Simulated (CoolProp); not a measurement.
Vapour-liquid equilibrium of ethylbenzene (1) + o-xylene (2) at 0.0264 bar; x and y are mole fractions of (1).

The numbers come from the multi-fluid Helmholtz-energy mixture model, Zhou 2012 and Zhou 2012; pair parameters Bell 2016 in CoolProp.

Task: Give the bubble temperature and the first vapour's composition at x = 0.15, 0.65, 0.95. Is there an azeotrope?

Result: x = 0.15: 43.6 °C, y = 0.200; x = 0.65: 40.1 °C, y = 0.721; x = 0.95: 38.6 °C, y = 0.961. No azeotrope shows between x = 0.05 and 0.95.

The pair parameters rest on a limited set of measurements; away from them the model extrapolates.
